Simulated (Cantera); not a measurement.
Input: 1 mol SiCl4, 54 mol N2, at 1000 °C and 13.3 mbar.

These are equilibrium values from Cantera (NASA tables, ideal gas, pure condensed phases), not measurements of a reactor. Candidate condensed phases: Si, Si3N4; 13 gas species. The tables' values for SiCl3 are old estimates; treat these amounts as uncertain. The numbers say what is thermodynamically allowed, not how fast it happens.

Problem. What is the equilibrium state?

Solution. 
```
Quantity                             Result
--------------------------------  ---------
x(N2)                                 0.982
x(SiCl4)                             0.0181
x(Cl)                               9.61e-5
x(SiCl3)                            9.25e-5
x(SiCl2)                            3.10e-6
x(Cl2)                              1.31e-6
gas amount                        55.01 mol
log10 activity of Si(s) (absent)      -8.45
```
